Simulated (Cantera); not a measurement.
Cantera run:

```python
import numpy as np
import cantera as ct

gas_names = """
    H H2 Hg N NH NH2 NH3 N2 N2H2 N2H4
""".split()
cond_names = """
    Hg(cr) Hg(L)
""".split()


def load(file, names, dense=False):
    # The tables refer to 1 bar. Condensed volumes are neglected.
    table = {s.name: s for s in ct.Species.list_from_file(file)}
    out = []
    for n in names:
        d = dict(table[n].input_data)
        d["thermo"] = dict(d["thermo"], **{"reference-pressure": 1e5})
        if dense:
            d["equation-of-state"] = {"model": "constant-volume", "density": "1e6 g/cm^3"}
        out.append(ct.Species.from_dict(d))
    return out


gas = ct.Solution(thermo="ideal-gas", species=load("nasa_gas.yaml", gas_names))
cond = {s.name: ct.Solution(thermo="fixed-stoichiometry", species=[s], name=s.name)
        for s in load("nasa_condensed.yaml", cond_names, dense=True)}
atoms = {
    'Hg': {'Hg': 1},
    'H2': {'H': 2},
    'N2': {'N': 2},
}
top_T = {}  # K; cautious upper limits of use, not melting points


def equilibrate(T, P, feed):
    n = {}
    for name, mol in feed.items():
        for a, k in atoms[name].items():
            n[a] = n.get(a, 0.0) + k * mol
    gas.TPX = T, P, n
    mass = sum(n.values()) * gas.mean_molecular_weight
    gas.equilibrate("TP")
    valid = [c for c in cond.values() if c.min_temp <= T <= top_T.get(c.name, c.max_temp)]
    mix = ct.Mixture([(gas, mass / gas.mean_molecular_weight)] + [(c, 0.0) for c in valid])
    mix.T, mix.P = T, P
    mix.equilibrate("TP", solver="vcs", rtol=1e-11, max_steps=5000)
    return mix


results = []
feed = {'Hg': 1, 'H2': 0.94, 'N2': 14}  # mol
T = 1100  # K
P = 1333.22  # Pa
mix = equilibrate(T, P, feed)
results.append((T, P, feed, dict(zip(mix.species_names, mix.species_moles))))
x = sorted(zip(gas.X, gas.species_names), reverse=True)
print(f"T = {T:g} K  P = {P:g} Pa  gas = {mix.phase_moles(0):.4g} mol")
print("   x: " + "  ".join(f"{s} {v:.3e}" for v, s in x if v > 0.001))
print("   condensed (mol): " + ("  ".join(f"{mix.phase(i).name} {mix.phase_moles(i):.4g}"
      for i in range(1, mix.n_phases) if mix.phase_moles(i) > 1e-12) or "none"))
```

It prints:

```
T = 1100 K  P = 1333.22 Pa  gas = 15.94 mol
   x: N2 8.783e-01  Hg 6.274e-02  H2 5.897e-02
   condensed (mol): none
```

Cantera equilibrium calculation (NASA polynomials, part measured and part estimated; ideal gas, pure solids and liquids).
